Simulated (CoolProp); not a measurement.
Vapour-liquid equilibrium of R143a (1) + R134a (2) at 0.641 MPa; x and y are mole fractions of (1).

Values from CoolProp's multi-fluid Helmholtz-energy mixture model, Lemmon and Jacobsen 2000 and Tillner-Roth 1994; pair parameters Lemmon 2004.

**Question.** Give the bubble temperature and the first vapour's composition at x = 0.15, 0.75, 0.95. Is there an azeotrope?

**Answer.** x = 0.15: 292.8 K, y = 0.234; x = 0.75: 279.0 K, y = 0.844; x = 0.95: 275.2 K, y = 0.972. No azeotrope shows between x = 0.05 and 0.95.

Pair parameters are fitted to limited data, so mixtures are less certain than the pure fluids.
